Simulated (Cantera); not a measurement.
# MgO + H₂ (sublimation and decomposition of ceramics)

A closed system holds: 1 mol MgO, 0.01 mol H₂, equilibrated at 1950 K.

Cantera equilibrium calculation (NASA polynomials, part measured and part estimated; ideal gas, pure solids and liquids). Candidate condensed phases: H₂O, Mg, MgO, Mg(OH)₂; 15 gas species. The tables' values for MgH are old estimates; treat these amounts as uncertain. Kinetics and transport are ignored.

```tsv
P (Pa)	x H₂	x Mg	x H₂O	x H	x OH	x O	x O₂	x MgO	n MgO(s)
1	0.146	0.365	0.291	0.138	0.0251	0.0177	0.0153	0.000753	0.993
4.60	0.389	0.253	0.245	0.105	0.00602	0.00121	0.000329	0.000164	0.996
22	0.644	0.147	0.145	0.0620	0.00127	9.08e-5	8.90e-6	3.42e-5	0.998
100	0.813	0.0772	0.0769	0.0327	0.000281	8.36e-6	3.43e-7	7.53e-6	0.999
460	0.908	0.0380	0.0379	0.0161	6.11e-5	8.03e-7	1.46e-8	1.64e-6	1.000
2200	0.957	0.0178	0.0178	0.00756	1.28e-5	7.49e-8	6.05e-10	3.42e-7	1.000
10000	0.979	0.00844	0.00847	0.00359	2.82e-6	7.65e-9	2.87e-11	7.53e-8	1.000
46000	0.990	0.00394	0.00398	0.00168	6.15e-7	7.73e-10	1.35e-12	1.64e-8	1.000
220000	0.996	0.00180	0.00184	0.000771	1.29e-7	7.42e-11	<1e-12	3.42e-9	1.000
1000000	0.998	0.000834	0.000874	0.000362	2.88e-8	7.74e-12	<1e-12	7.53e-10	1.000
```
x: gas mole fraction; n: condensed amount in mol.

From 1.00 Pa to 10.0 bar the condensed part is MgO(s). The main Mg-bearing gas is Mg throughout.
